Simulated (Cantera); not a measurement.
Charge: 1 mol AlCl3, 0.82 mol H2O, a varied amount of N2, at 1052 °C and 0.100 bar.

Method: chemical equilibrium by Gibbs-energy minimisation in Cantera with the NASA 1993 tables (ideal gas, pure condensed phases). Candidate condensed phases: Al, AlCl3, AlN, Al2O3, H2O, NH4Cl; 45 gas species. The numbers say what is thermodynamically allowed, not how fast it happens.

Question: At 100 mol N2, list the 5 most abundant gas species with their mole fractions, and the condensed phases.

Answer: N2 0.979, HCl 0.0160, AlCl3 0.00444, Cl 2.14e-5, H2 1.05e-5. Condensed: Al2O3(s).
